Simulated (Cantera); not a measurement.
A Cantera script and what it prints.

```python
import numpy as np
import cantera as ct

gas_names = """
    H H2 Pb Pb2
""".split()
cond_names = """
    Pb(cr) Pb(L)
""".split()


# ... load() reads the species with a 1 bar reference pressure and builds the phases ...
atoms = {
    'Pb': {'Pb': 1},
    'H2': {'H': 2},
}
top_T = {}  # K; cautious upper limits of use, not melting points


# ... equilibrate(T, P, feed) seeds the gas with the atoms and calls Mixture.equilibrate('TP', solver="vcs", rtol=1e-11, max_steps=5000) ...
results = []
feed = {'Pb': 1, 'H2': 76}  # mol
P = 120  # Pa
for T in [823, 898, 973, 1048, 1123, 1198, 1273, 1348, 1423, 1498, 1573]:
    mix = equilibrate(T, P, feed)
    results.append((T, P, feed, dict(zip(mix.species_names, mix.species_moles))))

top = {s: max(r[3][s] / sum(r[3][g] for g in gas_names) for r in results) for s in gas_names}
cols = sorted((s for s in top if top[s] > 1e-05), key=lambda s: -top[s])[:5]
seen = [c for c in cond_names if any(r[3].get(c, 0) > 1e-12 for r in results)]
print("log10 of partial pressures in bar; condensed amounts in mol")
print(f"{'T/K':>10s}" + "".join(f"{s[:9]:>10s}" for s in cols + seen))
for T, P, feed, n in results:
    ng = sum(n[g] for g in gas_names)
    print(f"{T:10.4g}" + "".join(f"{np.log10(max(n[s] / ng * P / 1e5, 1e-99)):10.3f}" for s in cols)
          + "".join(f"{n.get(c, 0):10.4g}" for c in seen))
```

Output:

```
log10 of partial pressures in bar; condensed amounts in mol
       T/K        H2        Pb         H     Pb(L)
       823    -2.921    -6.872   -12.595    0.9915
       898    -2.921    -5.888   -11.421    0.9179
       973    -2.924    -5.058   -10.428    0.4419
      1048    -2.926    -4.807    -9.575         0
      1123    -2.926    -4.807    -8.834         0
      1198    -2.926    -4.807    -8.184         0
      1273    -2.927    -4.807    -7.610         0
      1348    -2.927    -4.807    -7.099         0
      1423    -2.927    -4.807    -6.641         0
      1498    -2.927    -4.807    -6.228         0
      1573    -2.927    -4.808    -5.854         0
```

Cantera equilibrium calculation (NASA polynomials, part measured and part estimated; ideal gas, pure solids and liquids).
